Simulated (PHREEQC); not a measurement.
A column of 0.5 m (30 cells, dispersivity 0.04 m, 60 s a shift, diffusion coefficient 3e-10 m²/s) holds 0.019 eq of the database's cation exchanger X per kg of pore water, first in equilibrium with 0.00067 mol NaCl, 0.0074 mol MnCl2, 0.00035 mol MgCl2 and 1e-05 mol HCl per kg of water. It is flushed with 0.0067 mol/kgw (NH4)2SO4, 0.0056 mol/kgw NaCl and 1e-05 mol/kgw HCl, at 15 °C. Values are for the last cell. CO2 from the air is kept out. No solid was allowed to form.

The series has 31 steps of pore volumes, from 0 to 4.017.

Model: ion-association model, phreeqc.dat, run in PHREEQC.

Problem. After how many pore volumes does NH4 at the outlet first reach half of its feed value?

Solution. By 1.8 pore volumes.

Problem. After how many pore volumes does S at the outlet first reach half of its feed value?

Solution. By 0.95 pore volumes.

Species that the database lacks are ignored.
